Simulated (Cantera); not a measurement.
Feed: 1 mol TEOS, 1.6 mol O2, 0.45 mol H2, 20 mol H2O, held at 3.40 mbar.

These are equilibrium values from Cantera (NASA tables, ideal gas, pure condensed phases), not measurements of a reactor. Candidate condensed phases: C, C6H6, C7H8, C8H18, H2O, Si, SiC, SiO2; 123 gas species. The feed counts by its element totals alone. The tables hold silica as quartz up to 1696 K and as liquid above; real silica turns to tridymite and cristobalite and melts near 1996 K. Equilibrium is a limit: real reactors are often held back by kinetics, nucleation or transport.

Problem. Which condensed phases are stable at each of these points (T (K)): 1598, 1673, 1748, 1823, 1898, 1973, 2048, 2123?

Solution. 
| T (K) | condensed phases | Si condensed (%) |
|---|---|---|
| 1598 | SiO2(β-quartz) | 100.0 |
| 1673 | SiO2(β-quartz) | 99.8 |
| 1748 | SiO2(condensed) | 99.2 |
| 1823 | SiO2(condensed) | 96.3 |
| 1898 | SiO2(condensed) | 85.8 |
| 1973 | SiO2(condensed) | 51.9 |
| 2048 | gas only | 0.0 |
| 2123 | gas only | 0.0 |

From 1598 K to 1673 K the condensed part is SiO2(β-quartz). From 1748 K to 1973 K the condensed part is SiO2(condensed). From 2048 K to 2123 K nothing is condensed.
